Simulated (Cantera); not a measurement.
A perfectly stirred reactor is fed with NH3 : H2 = 1 : 5.4 (molar parts), at 0.132 atm; it is held at 1600 K, and followed from long to short residence time.

Computed with Cantera and the gas-phase N/H chemistry of the illustrative SiF4/NH3 mechanism in the Surface Chemkin manual (1991). Walls and surfaces, which speed up NH3 decomposition in real reactors, are not modelled.

Question: Predict: x(NH3) at τ = 11.0 s; x(H2) at τ = 11.0 s; x(N2H2) at τ = 11.0 s; x(NH2) at τ = 11.0 s; x(NH) at τ = 11.0 s; x(NH3) at τ = 0.130 s; x(H2) at τ = 0.130 s; x(N2H2) at τ = 0.130 s; x(NH2) at τ = 0.130 s; x(NH) at τ = 0.130 s.

Answer: 
```json
{
 "x(NH3) at τ = 11.0 s": "0.135",
 "x(H2) at τ = 11.0 s": "0.856",
 "x(N2H2) at τ = 11.0 s": "4.70e-8",
 "x(NH2) at τ = 11.0 s": "3.03e-5",
 "x(NH) at τ = 11.0 s": "2.11e-7",
 "x(NH3) at τ = 0.130 s": "0.156",
 "x(H2) at τ = 0.130 s": "0.844",
 "x(N2H2) at τ = 0.130 s": "3.98e-8",
 "x(NH2) at τ = 0.130 s": "2.83e-5",
 "x(NH) at τ = 0.130 s": "1.60e-7"
}
```
